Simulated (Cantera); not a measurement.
**Adiabatic ignition**

An adiabatic, constant-pressure homogeneous reactor starts with 7.51 % CH₃OH, 19.5 % O₂, 73.0 % N₂, at 1823 K and 0.345 atm.

Computed with Cantera and GRI-Mech 3.0 (53 species, 325 reactions). GRI-Mech 3.0 was tuned for natural gas; its chemistry of methanol as a main component is partial and can be far from experiment.

```tsv
t (s)	T (K)	x CH₃OH	x O₂	x CH₄	x CH₂O	x O
5.00e-6	1823	0.0742	0.194	1.32e-5	0.000578	1.91e-6
1.13e-5	1823	0.0726	0.193	5.83e-5	0.00183	2.84e-6
2.55e-5	1834	0.0656	0.188	0.000184	0.00730	6.03e-6
5.77e-5	1946	0.0329	0.166	0.000476	0.0215	3.45e-5
0.000130	2277	<1e-12	0.0835	<1e-12	2.54e-11	0.0248
0.000294	2363	<1e-12	0.0814	<1e-12	2.24e-11	0.0223
0.000665	2482	<1e-12	0.0807	<1e-12	2.07e-11	0.0174
0.00150	2588	<1e-12	0.0795	<1e-12	2.03e-11	0.0131
0.00340	2613	<1e-12	0.0781	<1e-12	2.05e-11	0.0118
0.00767	2609	<1e-12	0.0761	<1e-12	2.04e-11	0.0114
0.0173	2605	<1e-12	0.0740	<1e-12	2.02e-11	0.0110
0.0392	2604	<1e-12	0.0733	<1e-12	2.01e-11	0.0109
0.0885	2604	<1e-12	0.0732	<1e-12	2.01e-11	0.0109
0.200	2604	<1e-12	0.0732	<1e-12	2.01e-11	0.0109
```
x: mole fraction; the columns are a selection and need not sum to one.

```yaml
time_of_steepest_temperature_rise: 78.4 µs
temperature at 0.200 s: 2604 K
equilibrium_temperature: 2604 K
x(CH₃OH) at 0.200 s: <1e-12 (gas-phase equilibrium <1e-12)
x(O₂) at 0.200 s: 0.0732 (gas-phase equilibrium 0.0732)
x(CH₄) at 0.200 s: <1e-12 (gas-phase equilibrium <1e-12)
```
